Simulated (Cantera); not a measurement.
A perfectly stirred reactor is fed with H2 : O2 : N2 = 1 : 0.595 : 4.4 (molar parts), equivalence ratio 0.84, at 4.93 atm; it is adiabatic with a 500 K inlet, and is followed from long to short residence time, starting on the burning branch (τ in s: 0.023, 0.013, 0.0073, 0.0042, 0.0024, 0.0013, 0.00076, 0.00043, 0.00025, 0.00014, 7.9e-05).

Model: the H2/O2 subset of GRI-Mech 3.0, which has no nitrogen chemistry, integrated in Cantera. The hydrogen kinetics of GRI-Mech 3.0 are dated; newer H2 mechanisms differ, most at raised pressure.

### Question
What does this change do: inlet temperature 500 to 375 K?

### Answer
| quantity | before | after |
|---|---|---|
| blow-out, bracketed by the residence times tried | burning at 79.0 µs, the shortest tried | burning at 79.0 µs, the shortest tried |
| x(H2) at τ = 23.0 ms | 0.000339 | 0.000329 |
| x(O2) at τ = 23.0 ms | 0.0172 | 0.0173 |
| x(H2O) at τ = 23.0 ms | 0.181 | 0.181 |
| x(H2O2) at τ = 23.0 ms | 2.20e-7 | 2.87e-7 |
| x(O) at τ = 23.0 ms | 4.47e-5 | 3.37e-5 |
| x(H2) at τ = 1.30 ms | 0.00204 | 0.00204 |
| x(O2) at τ = 1.30 ms | 0.0178 | 0.0179 |
| x(H2O) at τ = 1.30 ms | 0.179 | 0.179 |
| x(H2O2) at τ = 1.30 ms | 7.24e-7 | 9.67e-7 |
| x(O) at τ = 1.30 ms | 0.000270 | 0.000215 |
